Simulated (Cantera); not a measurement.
**Thermodynamics of silicon nitride deposition, feed SiH4 + N2 + H2**

Input: 1 mol SiH4, 35 mol N2, 0.19 mol H2, held at 68.0 Pa.

These are equilibrium values from Cantera (NASA tables, ideal gas, pure condensed phases), not measurements of a reactor. Candidate condensed phases: Si, Si3N4; 18 gas species. N2 is the only nitrogen source here; it is nearly inert below about 1500 K, so the nitride shown seldom forms there in practice. The tables' values for SiN are old estimates; treat these amounts as uncertain. Kinetics and transport are ignored.

```
T (°C)   x N2    x H2      x Si       x H    x Si2N     x SiN     x Si2     x SiH  n Si3N4(s)  n Si(s)  n Si(l)
------  -----  ------  --------  --------  --------  --------  --------  --------  ----------  -------  -------
475     0.940  0.0600    <1e-12  2.70e-12    <1e-12    <1e-12    <1e-12    <1e-12       0.333        0        0
625     0.940  0.0600    <1e-12   1.03e-9    <1e-12    <1e-12    <1e-12    <1e-12       0.333        0        0
775     0.940  0.0600    <1e-12   7.25e-8    <1e-12    <1e-12    <1e-12    <1e-12       0.333        0        0
925     0.940  0.0600  2.28e-12   1.79e-6    <1e-12    <1e-12    <1e-12    <1e-12       0.333        0        0
1075    0.940  0.0600   5.28e-9   2.17e-5  8.22e-12  3.53e-10    <1e-12  2.17e-10       0.333        0        0
1225    0.940  0.0599   2.54e-6  0.000161   2.14e-8   8.31e-8  5.50e-10   5.24e-8       0.333        0        0
1375    0.940  0.0584  0.000379  0.000825   1.22e-5   6.93e-6   1.26e-6   4.39e-6           0    0.984        0
1525    0.935  0.0569   0.00454   0.00322   8.21e-5   5.10e-5   2.72e-5   3.24e-5           0        0    0.818
1675    0.912  0.0521    0.0250   0.00989  0.000186  0.000184  0.000167  0.000114           0        0        0
```
x: gas mole fraction; n: condensed amount in mol.

From 475 °C to 1225 °C the condensed part is Si3N4(s). At 1375 °C the condensed part is Si(s). At 1525 °C the condensed part is Si(l). At 1675 °C nothing is condensed.
